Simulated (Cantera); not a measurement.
Input: 1 mol SiHCl₃, 98 mol N₂, at 0.530 bar.

Cantera equilibrium calculation (NASA polynomials, part measured and part estimated; ideal gas, pure solids and liquids). Candidate condensed phases: NH₄Cl, Si, Si₃N₄; 28 gas species. N₂ is the only nitrogen source here; it is nearly inert below about 1500 K, so the nitride shown seldom forms there in practice. The tables' values for SiCl₃ are old estimates; treat these amounts as uncertain. The numbers say what is thermodynamically allowed, not how fast it happens.

log p: log10 of the partial pressure in bar; n: condensed amount in mol.

```
T (K)  log p N₂  log p HCl  log p SiCl₂  log p SiCl₄  log p SiCl₃  log p H₂  log p Cl  n Si₃N₄(s)
-----  --------  ---------  -----------  -----------  -----------  --------  --------  ----------
923       -0.28      -2.33        -9.11        -2.55        -6.63     -3.48    -10.22       0.156
1023      -0.28      -2.32        -7.55        -2.55        -5.71     -3.55     -8.96       0.158
1123      -0.28      -2.31        -6.27        -2.56        -4.96     -3.61     -7.93       0.159
1223      -0.28      -2.31        -5.21        -2.56        -4.34     -3.66     -7.07       0.159
1323      -0.28      -2.31        -4.32        -2.58        -3.82     -3.70     -6.33       0.156
1423      -0.28      -2.31        -3.58        -2.63        -3.40     -3.71     -5.71       0.146
1523      -0.28      -2.31        -2.98        -2.78        -3.12     -3.68     -5.20         [?]
1623      -0.28      -2.32        -2.58        -3.12        -3.03     -3.57     -4.80         [?]
1723      -0.28      -2.35        -2.36        -3.72        -3.18     -3.37     -4.52         [?]
```

Q: Fill in the missing entries.

A: 
- 1523, n Si₃N₄(s): 0.116
- 1623, n Si₃N₄(s): 0.0604
- 1723, n Si₃N₄(s): 0.00673
